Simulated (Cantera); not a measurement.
An isothermal, constant-pressure homogeneous reactor starts with C2H6 : N2 = 1 : 7.7 (molar parts), at 1775 K and 0.109 atm. Integrator tolerance rtol = 1e-08.

Model: GRI-Mech 3.0 (53 species, 325 reactions), integrated in Cantera. GRI-Mech 3.0 stops at C3 and has no aromatics, soot or wall deposition, so with more carbon than oxygen in the feed, carbon stays in small species such as C2H2 where larger ones or solid carbon would form.

Task: What does this change do: pressure from 0.109 atm to 0.0263 atm?

Result: 
```json
[
 {"quantity": "x(C2H6) at 10.0 s", "before": "1.59e-9 (gas-phase equilibrium 7.29e-10)", "after": "1.70e-10 (gas-phase equilibrium 4.28e-11)"},
 {"quantity": "x(H) at 10.0 s", "before": "0.000379 (gas-phase equilibrium 0.000380)", "after": "0.000770 (gas-phase equilibrium 0.000771)"},
 {"quantity": "x(C2H4) at 10.0 s", "before": "5.29e-5 (gas-phase equilibrium 2.40e-5)", "after": "1.28e-5 (gas-phase equilibrium 5.83e-6)"},
 {"quantity": "x(CH4) at 10.0 s", "before": "0.000187 (gas-phase equilibrium 0.000127)", "after": "6.79e-5 (gas-phase equilibrium 3.08e-5)"},
 {"quantity": "x(C2H2) at 10.0 s", "before": "0.0933 (gas-phase equilibrium 0.0424)", "after": "0.0934 (gas-phase equilibrium 0.0424)"},
 {"quantity": "x(CH2) at 10.0 s", "before": "1.73e-8 (gas-phase equilibrium 1.17e-8)", "after": "2.58e-8 (gas-phase equilibrium 1.17e-8)"}
]
```
Radical loss at walls, strong at low pressure, is not modelled.

Task: What does this change do: temperature 1775 to 1425 K?

Result: 
```
quantity                                              before                                      after
-----------------  -----------------------------------------  -----------------------------------------
x(C2H6) at 10.0 s   1.59e-9 (gas-phase equilibrium 7.29e-10)    3.42e-6 (gas-phase equilibrium 1.92e-7)
x(H) at 10.0 s     0.000379 (gas-phase equilibrium 0.000380)    5.75e-6 (gas-phase equilibrium 8.82e-6)
x(C2H4) at 10.0 s    5.29e-5 (gas-phase equilibrium 2.40e-5)  0.000894 (gas-phase equilibrium 0.000610)
x(CH4) at 10.0 s   0.000187 (gas-phase equilibrium 0.000127)     0.0258 (gas-phase equilibrium 0.00374)
x(C2H2) at 10.0 s      0.0933 (gas-phase equilibrium 0.0424)      0.0822 (gas-phase equilibrium 0.0492)
x(CH2) at 10.0 s     1.73e-8 (gas-phase equilibrium 1.17e-8)  5.47e-10 (gas-phase equilibrium 1.33e-10)
```
